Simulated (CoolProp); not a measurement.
Vapour-liquid equilibrium of C2F6 (R116) (1) + R134a (2) at -20.45 °C; x and y are mole fractions of (1).

The numbers come from the multi-fluid Helmholtz-energy mixture model, Lemmon 2006 and Tillner-Roth 1994; pair parameters Bell 2016 in CoolProp.

| x | bubble pressure, mixture model (MPa) | bubble pressure, Raoult's law (MPa) | y, mixture model | y, Raoult's law |
|---|---|---|---|---|
| 0.05 | 0.2747 | 0.1753 | 0.527 | 0.295 |
| 0.125 | 0.4456 | 0.2430 | 0.712 | 0.531 |
| 0.2 | 0.5696 | 0.3107 | 0.779 | 0.665 |
| 0.275 | 0.6574 | 0.3784 | 0.813 | 0.751 |
| 0.35 | 0.7193 | 0.4461 | 0.834 | 0.810 |
| 0.425 | 0.7643 | 0.5138 | 0.848 | 0.854 |
| 0.5 | 0.7995 | 0.5815 | 0.859 | 0.888 |
| 0.575 | 0.8303 | 0.6491 | 0.869 | 0.915 |
| 0.65 | 0.8606 | 0.7168 | 0.881 | 0.936 |
| 0.725 | 0.8927 | 0.7845 | 0.895 | 0.954 |
| 0.8 | 0.9279 | 0.8522 | 0.913 | 0.969 |
| 0.875 | 0.9663 | 0.9199 | 0.937 | 0.982 |
| 0.95 | 1.006 | 0.9876 | 0.971 | 0.993 |

The largest gap from Raoult's law is +83.4 % in bubble pressure, at x = 0.125. No azeotrope shows between x = 0.05 and 0.95.

The pair parameters rest on a limited set of measurements; away from them the model extrapolates. With so large a gap from Raoult's law the liquid may split in two, which this calculation doesn't test in full.
